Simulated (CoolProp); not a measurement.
R125 along the isotherm -29.45 °C: density (kg/m³) from the reference equation and from simpler models built on Tc = 66.0 °C, pc = 3.618 MPa, ω = 0.305; each cubic takes its own stable root.

Values from CoolProp's reference Helmholtz-energy equation of state, Lemmon 2005.

| p (MPa) | phase | reference | van der Waals | Redlich-Kwong | Soave-Redlich-Kwong | Peng-Robinson |
|---|---|---|---|---|---|---|
| 0.0172 | gas | 1.024 | 1.022 | 1.023 | 1.024 | 1.024 |
| 0.0305 | gas | 1.824 | 1.817 | 1.820 | 1.822 | 1.822 |
| 0.0543 | gas | 3.271 | 3.248 | 3.259 | 3.264 | 3.267 |
| 0.0965 | gas | 5.894 | 5.817 | 5.852 | 5.870 | 5.878 |
| 0.172 | gas | 10.78 | 10.52 | 10.64 | 10.70 | 10.72 |
| 0.305 | liquid | 1444 | 19.16 | 19.58 | 1314 | 1488 |
| 0.543 | liquid | 1445 | 36.03 | 1250 | 1315 | 1489 |
| 0.965 | liquid | 1447 | 866.3 | 1254 | 1318 | 1492 |
| 1.72 | liquid | 1450 | 875.2 | 1261 | 1323 | 1497 |
| 3.05 | liquid | 1456 | 889.1 | 1273 | 1331 | 1505 |
| 5.43 | liquid | 1465 | 909.6 | 1292 | 1345 | 1518 |

At some of these states van der Waals, Redlich-Kwong gives the other phase, because its saturation line lies elsewhere.
